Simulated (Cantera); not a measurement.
What does this Cantera script print?

```python
import numpy as np
import cantera as ct

gas_names = """
    H HO2 H2 H2O H2O2 O OH O2 O3 Si SiH SiH2 SiH3 SiH4 SiO SiO2 Si2 Si3
""".split()
cond_names = """
    H2O(s) H2O(L) Si(cr) Si(L) SiO2(Lqz) SiO2(hqz) SiO2(L)
""".split()


def load(file, names, dense=False):
    # The tables refer to 1 bar. Condensed volumes are neglected.
    table = {s.name: s for s in ct.Species.list_from_file(file)}
    out = []
    for n in names:
        d = dict(table[n].input_data)
        d["thermo"] = dict(d["thermo"], **{"reference-pressure": 1e5})
        if dense:
            d["equation-of-state"] = {"model": "constant-volume", "density": "1e6 g/cm^3"}
        out.append(ct.Species.from_dict(d))
    return out


gas = ct.Solution(thermo="ideal-gas", species=load("nasa_gas.yaml", gas_names))
cond = {s.name: ct.Solution(thermo="fixed-stoichiometry", species=[s], name=s.name)
        for s in load("nasa_condensed.yaml", cond_names, dense=True)}
atoms = {
    'SiH4': {'Si': 1, 'H': 4},
    'O3': {'O': 3},
}
top_T = {}  # K; cautious upper limits of use, not melting points


def equilibrate(T, P, feed):
    n = {}
    for name, mol in feed.items():
        for a, k in atoms[name].items():
            n[a] = n.get(a, 0.0) + k * mol
    gas.TPX = T, P, n
    mass = sum(n.values()) * gas.mean_molecular_weight
    gas.equilibrate("TP")
    valid = [c for c in cond.values() if c.min_temp <= T <= top_T.get(c.name, c.max_temp)]
    mix = ct.Mixture([(gas, mass / gas.mean_molecular_weight)] + [(c, 0.0) for c in valid])
    mix.T, mix.P = T, P
    mix.equilibrate("TP", solver="vcs", rtol=1e-11, max_steps=5000)
    return mix


results = []
feed = {'SiH4': 1, 'O3': 0.072}  # mol
T = 1375  # K
for P in [5, 17, 59, 210, 710, 2400, 8400, 29000, 100000]:
    mix = equilibrate(T, P, feed)
    results.append((T, P, feed, dict(zip(mix.species_names, mix.species_moles))))

top = {s: max(r[3][s] / sum(r[3][g] for g in gas_names) for r in results) for s in gas_names}
cols = sorted((s for s in top if top[s] > 0.0001), key=lambda s: -top[s])[:7]
seen = [c for c in cond_names if any(r[3].get(c, 0) > 1e-12 for r in results)]
print("log10 of partial pressures in bar; condensed amounts in mol")
print(f"{'P/Pa':>10s}" + "".join(f"{s[:9]:>10s}" for s in cols + seen))
for T, P, feed, n in results:
    ng = sum(n[g] for g in gas_names)
    print(f"{P:10.4g}" + "".join(f"{np.log10(max(n[s] / ng * P / 1e5, 1e-99)):10.3f}" for s in cols)
          + "".join(f"{n.get(c, 0):10.4g}" for c in seen))
```

Output:

```
log10 of partial pressures in bar; condensed amounts in mol
      P/Pa        H2       SiO         H    Si(cr) SiO2(hqz)
         5    -4.346    -5.312    -7.638     0.784         0
        17    -3.814    -4.781    -7.372     0.784         0
        59    -3.262    -4.367    -7.096    0.8134   0.02944
       210    -2.687    -4.367    -6.809    0.8711   0.08711
       710    -2.151    -4.367    -6.541    0.8859    0.1019
      2400    -1.621    -4.367    -6.275    0.8902    0.1062
      8400    -1.076    -4.367    -6.003    0.8915    0.1075
   2.9e+04    -0.538    -4.367    -5.734    0.8919    0.1079
     1e+05    -0.000    -4.367    -5.465     0.892     0.108
```

Cantera equilibrium calculation (NASA polynomials, part measured and part estimated; ideal gas, pure solids and liquids). Mutual solubility and eutectic melting of coexisting phases are not modelled. The tables hold silica as quartz up to 1696 K and as liquid above; real silica turns to tridymite and cristobalite and melts near 1996 K.
